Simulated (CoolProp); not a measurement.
Vapour-liquid equilibrium of toluene (1) + n-nonane (2) at 0.0846 bar; x and y are mole fractions of (1).

Model: multi-fluid Helmholtz-energy mixture model, Lemmon 2006 and Lemmon 2006; pair parameters Bell 2016, in CoolProp.

```json
[
 {"x": "0.05", "bubble temperature, mixture model (K)": "344.9", "bubble temperature, Raoult's law (K)": "346.4", "y, mixture model": "0.233", "y, Raoult's law": "0.181"},
 {"x": "0.125", "bubble temperature, mixture model (K)": "338.8", "bubble temperature, Raoult's law (K)": "341.9", "y, mixture model": "0.459", "y, Raoult's law": "0.383"},
 {"x": "0.2", "bubble temperature, mixture model (K)": "334.2", "bubble temperature, Raoult's law (K)": "337.9", "y, mixture model": "0.599", "y, Raoult's law": "0.528"},
 {"x": "0.275", "bubble temperature, mixture model (K)": "330.5", "bubble temperature, Raoult's law (K)": "334.5", "y, mixture model": "___", "y, Raoult's law": "0.636"},
 {"x": "0.35", "bubble temperature, mixture model (K)": "327.6", "bubble temperature, Raoult's law (K)": "331.5", "y, mixture model": "0.756", "y, Raoult's law": "0.718"},
 {"x": "0.425", "bubble temperature, mixture model (K)": "___", "bubble temperature, Raoult's law (K)": "328.8", "y, mixture model": "0.803", "y, Raoult's law": "0.781"},
 {"x": "0.5", "bubble temperature, mixture model (K)": "323.3", "bubble temperature, Raoult's law (K)": "326.4", "y, mixture model": "0.839", "y, Raoult's law": "0.832"},
 {"x": "0.575", "bubble temperature, mixture model (K)": "321.6", "bubble temperature, Raoult's law (K)": "324.2", "y, mixture model": "0.869", "y, Raoult's law": "0.872"},
 {"x": "0.65", "bubble temperature, mixture model (K)": "320.2", "bubble temperature, Raoult's law (K)": "322.2", "y, mixture model": "0.895", "y, Raoult's law": "0.905"},
 {"x": "0.725", "bubble temperature, mixture model (K)": "318.9", "bubble temperature, Raoult's law (K)": "320.3", "y, mixture model": "___", "y, Raoult's law": "0.932"},
 {"x": "0.8", "bubble temperature, mixture model (K)": "317.7", "bubble temperature, Raoult's law (K)": "318.6", "y, mixture model": "0.940", "y, Raoult's law": "0.955"},
 {"x": "0.875", "bubble temperature, mixture model (K)": "___", "bubble temperature, Raoult's law (K)": "317.1", "y, mixture model": "0.961", "y, Raoult's law": "0.974"},
 {"x": "0.95", "bubble temperature, mixture model (K)": "315.4", "bubble temperature, Raoult's law (K)": "315.6", "y, mixture model": "___", "y, Raoult's law": "0.990"}
]
```

Problem. Fill in the missing entries.

Solution. 
- 0.275, y, mixture model: 0.692
- 0.425, bubble temperature, mixture model (K): 325.2
- 0.725, y, mixture model: 0.918
- 0.875, bubble temperature, mixture model (K): 316.5
- 0.95, y, mixture model: 0.984

The largest gap from Raoult's law is -4.0 K in bubble temperature, at x = 0.275. No azeotrope shows between x = 0.05 and 0.95.

The pair parameters rest on a limited set of measurements; away from them the model extrapolates.
